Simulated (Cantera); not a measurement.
Charge: 1 mol CO, 2.5 mol H₂, 9.7 mol N₂, at 550 °C and 100000 Pa.

These are equilibrium values from Cantera (NASA tables, ideal gas, pure condensed phases), not measurements of a reactor. Candidate condensed phases: C, C₆H₆, C₇H₈, C₈H₁₈, H₂O; 136 gas species. Rates play no part.

Base state: N₂ 0.782, H₂ 0.135, H₂O 0.0320, CO 0.0179, CH₄ 0.0170, CO₂ 0.0153, NH₃ 0.000105 (mole fractions); condensed: C(graphite).

Q: What changes in the equilibrium state with this change: N₂ from 9.7 to 2.1 mol?

A: 
```csv
species,before,after
N₂,0.782,0.460
H₂,0.135,0.286
H₂O,0.0320,0.109
CH₄,0.0170,0.0759
CO₂,0.0153,0.0402
CO,0.0179,0.0290
NH₃,0.000105,0.000246
"C(graphite), mol",0.376,0.337
```

Q: What changes in the equilibrium state with this change: temperature from 550 °C to 1750 °C?

A: 
```json
[
 {"species": "N₂", "before": "0.782", "after": "0.735"},
 {"species": "H₂", "before": "0.135", "after": "0.189"},
 {"species": "CO", "before": "0.0179", "after": "0.0756"},
 {"species": "CH₄", "before": "0.0170", "after": "2.29e-7"},
 {"species": "CO₂", "before": "0.0153", "after": "8.13e-6"},
 {"species": "H₂O", "before": "0.0320", "after": "9.48e-5"},
 {"species": "H", "before": "<1e-9", "after": "0.000826"},
 {"species": "HCN", "before": "5.37e-8", "after": "9.69e-5"},
 {"species": "NH₃", "before": "0.000105", "after": "1.36e-6"},
 {"species": "C(graphite), mol", "before": "0.376", "after": "0"}
]
```

Q: What changes in the equilibrium state with this change: temperature from 550 °C to 1375 °C?

A: 
| species | before | after |
|---|---|---|
| N₂ | 0.782 | 0.735 |
| H₂ | 0.135 | 0.189 |
| CO | 0.0179 | 0.0756 |
| CH₄ | 0.0170 | 4.69e-6 |
| CO₂ | 0.0153 | 1.19e-5 |
| H₂O | 0.0320 | 9.52e-5 |
| H | <1e-9 | 3.88e-5 |
| HCN | 5.37e-8 | 9.96e-5 |
| C(graphite), mol | 0.376 | 0 |
